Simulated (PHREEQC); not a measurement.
Model water analysis in mg/L, 25 °C, pH 6.02, pe 9.8: Na 20.1; K 8.6; Ca 21.8; Mg 9.28; Cl 6.96; S(6) as SO4 52.8; Alkalinity as HCO3 98; Sr 0.298; N(5) as NO3 2.26.

Valence states are taken as typed.

Equilibrium calculation in PHREEQC: ion-association model, wateq4f.dat.

Precipitation was switched off in this run.

Problem. Order these S species by the share of S that they hold, largest first: NaSO4-, CaSO4, SO4-2, MgSO4, KSO4-.

Solution. SO4-2 (90 %), CaSO4 (5.3 %), MgSO4 (4.3 %), NaSO4- (0.30 %), KSO4- (0.11 %)

Problem. Order these Sr species by the share of Sr that they hold, largest first: Sr+2, SrSO4, SrHCO3+.

Solution. Sr+2 (93 %), SrSO4 (5.2 %), SrHCO3+ (1.7 %)

The pH is 6.02 and the ionic strength 0.00418 mol/kgw.
